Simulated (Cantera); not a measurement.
Charge: 1 mol C₃H₆, 3.7 mol H₂, at 327 °C and 19000 Pa.

These are equilibrium values from Cantera (NASA tables, ideal gas, pure condensed phases), not measurements of a reactor. Candidate condensed phases: C, C₆H₆, C₇H₈, C₈H₁₈; 76 gas species. Rates play no part.

Base state: CH₄ 0.790, H₂ 0.210 (mole fractions); condensed: C(graphite).

Task: What changes in the equilibrium state with this change: pressure from 19000 Pa to 260 Pa?

Result: 
```
species           before  after
----------------  ------  -----
H₂                 0.210  0.831
CH₄                0.790  0.169
C(graphite), mol  0.0429   2.03
```

Task: What changes in the equilibrium state with this change: 0.5 mol H₂O added?

Result: 
```
species           before     after
----------------  ------  --------
CH₄                0.790     0.689
H₂                 0.210     0.196
H₂O                    0     0.112
CO₂                    0   0.00239
CO                     0  0.000148
C(graphite), mol  0.0429    0.0472
```
Further candidate phases: H₂O.
